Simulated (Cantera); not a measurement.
A perfectly stirred reactor is fed with N₂O = 1 (molar parts), at 10.00 Torr; it is held at 1250 K, and followed from long to short residence time.

Model: GRI-Mech 3.0 (53 species, 325 reactions), integrated in Cantera. GRI-Mech 3.0 was tuned for natural gas; its chemistry of N2O as a main component is partial and can be far from experiment. Radical loss at walls, strong at low pressure, is not modelled. The mechanism lacks the step 2 NO + O2 → 2 NO2, which can matter for NO2 below about 1400 K. The temperature is held fixed by assumption; the heat of reaction is taken as removed at once.

Q: Predict: x(N₂O) at τ = 7.60 s; x(O) at τ = 7.60 s; x(NO) at τ = 7.60 s; x(N₂) at τ = 7.60 s; x(NO₂) at τ = 7.60 s; x(N₂O) at τ = 0.140 s; x(O) at τ = 0.140 s; x(NO) at τ = 0.140 s; x(N₂) at τ = 0.140 s; x(NO₂) at τ = 0.140 s.

A: 
```json
{
 "x(N₂O) at τ = 7.60 s": "0.811",
 "x(O) at τ = 7.60 s": "3.85e-6",
 "x(NO) at τ = 7.60 s": "0.0158",
 "x(N₂) at τ = 7.60 s": "0.118",
 "x(NO₂) at τ = 7.60 s": "2.45e-6",
 "x(N₂O) at τ = 0.140 s": "0.996",
 "x(O) at τ = 0.140 s": "3.85e-6",
 "x(NO) at τ = 0.140 s": "0.000358",
 "x(N₂) at τ = 0.140 s": "0.00266",
 "x(NO₂) at τ = 0.140 s": "1.12e-8"
}
```
